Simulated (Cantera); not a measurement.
A freely propagating, adiabatic, planar premixed flame of CH₄ : O₂ : N₂ = 1 : 1.33 : 5.01 (molar parts), unburnt at 500 K and 4.93 atm; multicomponent transport, grid criteria slope 0.08 and curve 0.16, no radiation.

Model: GRI-Mech 3.0 (53 species, 325 reactions), integrated in Cantera. Burning velocities carry a grid error of a few per cent, more on coarse grids.

x: mole fraction of selected species; z is measured from the peak of heat release.

```tsv
z (mm)	T (K)	u (m/s)	x CH₄	x O₂	x C₂H₂	x H	x CH₂CO	x CH₃
-0.862	501	0.183	0.136	0.180	2.03e-7	<1e-8	2.29e-8	<1e-8
-0.574	511	0.187	0.134	0.179	2.91e-6	<1e-8	4.46e-7	<1e-8
-0.431	541	0.200	0.131	0.176	1.46e-5	<1e-8	2.71e-6	2.67e-8
-0.287	674	0.252	0.121	0.164	9.91e-5	<1e-8	2.43e-5	4.17e-7
-0.144	1122	0.429	0.0845	0.118	0.000627	2.60e-6	0.000208	6.40e-5
-0.0718	___	0.576	___	___	___	___	0.000478	___
0	1825	0.715	0.0212	0.0306	0.00311	0.000310	0.000494	0.00161
0.0718	1987	0.782	0.00871	0.00899	0.00424	0.000549	0.000174	0.00126
0.144	2038	0.802	0.00534	0.00284	0.00424	0.000496	6.74e-5	0.000737
0.287	2059	0.811	0.00348	0.000445	0.00389	0.000350	2.27e-5	0.000344
0.574	2058	0.812	0.00230	2.62e-5	0.00322	0.000290	1.16e-5	0.000181
1.15	2053	0.812	___	___	___	0.000283	___	___
2.30	2048	0.812	0.000747	1.46e-7	0.000897	0.000280	2.86e-6	5.14e-5
```

Question: Some entries are withheld; supply them.

Answer: 
- -0.0718, T (K): 1488
- -0.0718, x CH₄: 0.0516
- -0.0718, x O₂: 0.0750
- -0.0718, x C₂H₂: 0.00138
- -0.0718, x H: 4.17e-5
- -0.0718, x CH₃: 0.000551
- 1.15, x CH₄: 0.00142
- 1.15, x O₂: 3.62e-7
- 1.15, x C₂H₂: 0.00212
- 1.15, x CH₂CO: 6.93e-6
- 1.15, x CH₃: 0.000104
